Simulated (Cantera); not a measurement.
## Equilibrium for carbon deposition, reforming and gasification: C₃H₆ + H₂O

Charge: 1 mol C₃H₆, a varied amount of H₂O, held at 2925 K and 0.00200 bar.

Method: chemical equilibrium by Gibbs-energy minimisation in Cantera with the NASA 1993 tables (ideal gas, pure condensed phases). Candidate condensed phases: C, C₆H₆, C₇H₈, C₈H₁₈, H₂O; 110 gas species. Kinetics and transport are ignored.

From 0.55 mol H₂O to 0.74 mol H₂O the condensed part is C(graphite). From 0.93 mol H₂O to 2.7 mol H₂O nothing is condensed. The main C-bearing gas is C₃ at 0.55 mol H₂O and CO at 2.7 mol H₂O.

| n(H₂O) (mol) | log p H | log p CO | log p H₂ | log p C₃ | log p C | n C(graphite) |
|---|---|---|---|---|---|---|
| 0.55 | -2.82 | -3.85 | -3.83 | -3.86 | -4.61 | 0.462 |
| 0.74 | -2.83 | -3.75 | -3.85 | -3.86 | -4.61 | 0.121 |
| 0.93 | -2.83 | -3.68 | -3.86 | -3.91 | -4.63 | 0 |
| 1.1 | -2.83 | -3.63 | -3.86 | -3.97 | -4.65 | 0 |
| 1.3 | -2.84 | -3.58 | -3.86 | -4.04 | -4.67 | 0 |
| 1.5 | -2.84 | -3.54 | -3.87 | -4.13 | -4.70 | 0 |
| 1.7 | -2.84 | -3.50 | -3.87 | -4.22 | -4.73 | 0 |
| 1.9 | -2.84 | -3.47 | -3.87 | -4.32 | -4.77 | 0 |
| 2.1 | -2.84 | -3.45 | -3.87 | -4.44 | -4.81 | 0 |
| 2.3 | -2.84 | -3.43 | -3.87 | -4.59 | -4.85 | 0 |
| 2.5 | -2.84 | -3.41 | -3.87 | -4.78 | -4.92 | 0 |
| 2.7 | -2.84 | -3.39 | -3.88 | -5.07 | -5.02 | 0 |
log p: log10 of the partial pressure in bar; n: condensed amount in mol.
